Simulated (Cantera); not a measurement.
Input (Python, Cantera):

```python
import numpy as np
import cantera as ct

gas = ct.Solution("h2o2.yaml")
gas.TPX = 1050, 720, {'H2': 0.015, 'O2': 1}
reactor = ct.IdealGasConstPressureReactor(gas, energy="off", clone=False)
net = ct.ReactorNet([reactor])
net.rtol, net.atol = 1e-08, 1e-18
show = ['H2', 'O2', 'H2O', 'O', 'H', 'OH', 'HO2']
times = np.geomspace(5e-06, 20, 9)

steps = ct.SolutionArray(gas, extra=["t"])
rows = []
print(f"{'t/s':>10s}{'T/K':>9s}{'P/Pa':>11s}" + "".join(f"{s:>11s}" for s in show))
for t in times:
    while net.time < t:
        t_next = net.step()
        steps.append(gas.state, t=t_next)
    rows.append([np.interp(t, steps.t, y) for y in (steps.T, steps.P, *steps(*show).X.T)])
    print(f"{t:10.3e}{rows[-1][0]:9.1f}{rows[-1][1]:11.4g}" + "".join(f"{x:11.3e}" for x in rows[-1][2:]))
rate = np.gradient(steps.T, steps.t)
print("integrator steps:", len(steps.t))
if steps.T.max() > steps.T[0] + 200:
    print(f"time of steepest temperature rise: {steps.t[rate.argmax()]:.4e} s")
gas.TPX = 1050, 720, {'H2': 0.015, 'O2': 1}
gas.equilibrate("TP")
print(f"equilibrium (TP): T = {gas.T:.1f} K  " + "  ".join(f"{s} {gas[s].X[0]:.3e}" for s in show))
```

It prints:

```
       t/s      T/K       P/Pa         H2         O2        H2O          O          H         OH        HO2
 5.000e-06   1050.0        720  1.478e-02  9.852e-01  6.603e-17  2.008e-14  1.382e-12  2.004e-14  1.403e-12
 3.344e-05   1050.0        720  1.478e-02  9.852e-01  1.765e-14  8.456e-13  8.547e-12  8.344e-13  9.383e-12
 2.236e-04   1050.0        720  1.478e-02  9.852e-01  3.933e-12  2.790e-11  3.863e-11  2.550e-11  6.285e-11
 1.495e-03   1050.0        720  1.478e-02  9.852e-01  4.979e-10  7.092e-10  2.045e-10  4.658e-10  4.231e-10
 1.000e-02   1050.0        720  1.478e-02  9.852e-01  2.086e-06  1.719e-06  3.592e-07  9.726e-07  1.326e-08
 6.687e-02   1050.0        720  8.324e-05  9.753e-01  1.394e-02  9.066e-03  9.504e-04  6.068e-04  1.230e-06
 4.472e-01   1050.0        720  2.084e-05  9.827e-01  1.464e-02  2.265e-03  1.179e-04  3.037e-04  6.968e-07
 2.991e+00   1050.0        720  9.951e-07  9.850e-01  1.485e-02  1.119e-04  1.296e-06  6.771e-05  1.301e-07
 2.000e+01   1050.0        720  3.670e-08  9.851e-01  1.488e-02  4.296e-06  9.790e-09  1.333e-05  1.057e-08
integrator steps: 1599
equilibrium (TP): T = 1050.0 K  H2 6.436e-11  O2 9.851e-01  H2O 1.489e-02  O 7.873e-09  H 7.719e-13  OH 5.703e-07  HO2 7.146e-10
```

Detailed kinetics in Cantera: the H2/O2 subset of GRI-Mech 3.0, which has no nitrogen chemistry. Radical loss at walls, strong at low pressure, is not modelled.
